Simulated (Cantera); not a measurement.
## Thermodynamics of thermal oxidation and active oxidation of silicon, feed Si + H2O + H2

Charge: 1 mol Si, 0.015 mol H2O, 2 mol H2, at 63.8 Torr.

These are equilibrium values from Cantera (NASA tables, ideal gas, pure condensed phases), not measurements of a reactor. Candidate condensed phases: H2O, Si, SiO2; 18 gas species. Mutual solubility and eutectic melting of coexisting phases are not modelled. The tables hold silica as quartz up to 1696 K and as liquid above; real silica turns to tridymite and cristobalite and melts near 1996 K. Gases not in the tables: Si2H6 and higher silanes. Kinetics and transport are ignored.

From 998 K to 1448 K the condensed part is Si(s) + SiO2(β-quartz). From 1523 K to 1673 K the condensed part is Si(s). From 1748 K to 1823 K the condensed part is Si(l). The main Si-bearing gas is SiH4 at 998 K and SiO at 1823 K.

| T (K) | x H2 | x SiO | x H | x Si | x SiH2 | x SiH | x H2O | n Si(s) | n SiO2(β-quartz) | n Si(l) |
|---|---|---|---|---|---|---|---|---|---|---|
| 998 | 1.00 | 5.63e-9 | 7.38e-9 | <1e-12 | 8.84e-11 | <1e-12 | 9.27e-10 | 0.993 | 0.00750 | 0 |
| 1073 | 1.00 | 1.05e-7 | 4.81e-8 | <1e-12 | 6.77e-10 | <1e-12 | 5.19e-9 | 0.993 | 0.00750 | 0 |
| 1148 | 1.000 | 1.32e-6 | 2.46e-7 | 2.15e-12 | 3.97e-9 | 1.33e-11 | 2.31e-8 | 0.992 | 0.00750 | 0 |
| 1223 | 1.000 | 1.21e-5 | 1.03e-6 | 3.79e-11 | 1.87e-8 | 1.43e-10 | 8.50e-8 | 0.992 | 0.00749 | 0 |
| 1298 | 1.000 | 8.53e-5 | 3.68e-6 | 4.78e-10 | 7.39e-8 | 1.17e-9 | 2.69e-7 | 0.992 | 0.00741 | 0 |
| 1373 | 1.000 | 0.000484 | 1.14e-5 | 4.56e-9 | 2.50e-7 | 7.56e-9 | 7.45e-7 | 0.992 | 0.00701 | 0 |
| 1448 | 0.998 | 0.00228 | 3.16e-5 | 3.44e-8 | 7.47e-7 | 4.01e-8 | 1.85e-6 | 0.990 | 0.00519 | 0 |
| 1523 | 0.993 | 0.00739 | 7.90e-5 | 2.12e-7 | 1.99e-6 | 1.80e-7 | 3.36e-6 | 0.985 | 0 | 0 |
| 1598 | 0.992 | 0.00739 | 0.000182 | 1.10e-6 | 4.86e-6 | 7.01e-7 | 2.00e-6 | 0.985 | 0 | 0 |
| 1673 | 0.992 | 0.00739 | 0.000389 | 4.91e-6 | 1.09e-5 | 2.41e-6 | 1.25e-6 | 0.985 | 0 | 0 |
| 1748 | 0.992 | 0.00739 | 0.000780 | 1.71e-5 | 2.04e-5 | 6.62e-6 | 9.17e-7 | 0 | 0 | 0.985 |
| 1823 | 0.991 | 0.00738 | 0.00148 | 5.20e-5 | 3.48e-5 | 1.61e-5 | 7.14e-7 | 0 | 0 | 0.985 |
x: gas mole fraction; n: condensed amount in mol.
